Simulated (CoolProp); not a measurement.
Model: reference Helmholtz-energy equation of state, Leachman 2009, in CoolProp.

Give the vapour pressure (bar), liquid density (kg/m³), enthalpy of vaporisation (kJ/kg), vapour viscosity (µPa s) of saturated normal hydrogen at 30.8 K.


| T (K) | p (bar) | liquid density (kg/m³) | enthalpy of vaporisation (kJ/kg) | vapour viscosity (µPa s) |
|---|---|---|---|---|
| 30.8 | 9.13 | 52.1 | 270 | 1.83 |

Viscosity comes from a separate model (Muzny 2013).
